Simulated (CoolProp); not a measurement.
Vapour-liquid equilibrium of carbon dioxide (1) + carbonyl sulfide (2) at 0.731 MPa; x and y are mole fractions of (1).

Model: multi-fluid Helmholtz-energy mixture model, Span 1996 and Lemmon 2006; pair parameters Bell 2016, in CoolProp.

| x | bubble temperature, mixture model (K) | bubble temperature, Raoult's law (K) | y, mixture model | y, Raoult's law |
|---|---|---|---|---|
| 0.05 | 266.7 | 270.4 | 0.281 | 0.222 |
| 0.15 | 252.9 | 260.1 | 0.570 | 0.498 |
| 0.25 | 244.9 | 252.4 | 0.703 | 0.659 |
| 0.35 | 239.7 | 246.4 | 0.776 | 0.762 |
| 0.45 | 236.1 | 241.5 | 0.824 | 0.833 |
| 0.55 | 233.4 | 237.5 | 0.860 | 0.883 |
| 0.65 | 231.2 | 234.0 | 0.890 | 0.921 |
| 0.75 | 229.2 | 231.0 | 0.918 | 0.951 |
| 0.85 | 227.4 | 228.3 | 0.948 | 0.974 |
| 0.95 | 225.7 | 226.0 | 0.981 | 0.992 |

The largest gap from Raoult's law is -7.5 K in bubble temperature, at x = 0.25. No azeotrope shows between x = 0.05 and 0.95.

Pair parameters are fitted to limited data, so mixtures are less certain than the pure fluids.
